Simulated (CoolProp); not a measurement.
Vapour-liquid equilibrium of cyclohexane (1) + n-heptane (2) at 271 kPa; x and y are mole fractions of (1).

The numbers come from the multi-fluid Helmholtz-energy mixture model, Zhou 2014 and Span 2003; pair parameters Bell 2016 in CoolProp.

**Question.** Give the bubble temperature and the first vapour's composition at x = 0.35, 0.5, 0.8. Is there an azeotrope?

**Answer.** x = 0.35: 401.5 K, y = 0.446; x = 0.5: 398.6 K, y = 0.599; x = 0.8: 393.5 K, y = 0.855. No azeotrope shows between x = 0.05 and 0.95.

The pair parameters rest on a limited set of measurements; away from them the model extrapolates.
